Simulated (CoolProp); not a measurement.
Hexamethyldisiloxane (MM) along the isobar 101 kPa: Z from the reference equation and from simpler models built on Tc = 245.6 °C, pc = 1931 kPa, ω = 0.418; each cubic takes its own stable root.

Model: reference Helmholtz-energy equation of state, Thol 2016, in CoolProp.

```csv
T (°C),phase,reference,van der Waals,Peng-Robinson
-54.25,liquid,0.01071,0.01814,0.01056
-39.45,liquid,0.01022,0.01724,0.01000
-24.65,liquid,0.009788,0.01645,0.009516
-9.85,liquid,0.009413,0.01578,0.009096
4.95,liquid,0.009086,0.01519,0.008732
19.75,liquid,0.008801,0.9388,0.008417
34.45,liquid,0.008554,0.9454,0.008148
49.25,liquid,0.008339,0.9511,0.007917
64.05,liquid,0.008154,0.9560,0.007723
78.85,liquid,0.007999,0.9602,0.007566
93.65,liquid,0.007871,0.9639,0.007445
108.45,gas,0.9418,0.9671,0.9461
123.25,gas,0.9498,0.9699,0.9520
```

At some of these states van der Waals gives the other phase, because its saturation line lies elsewhere.
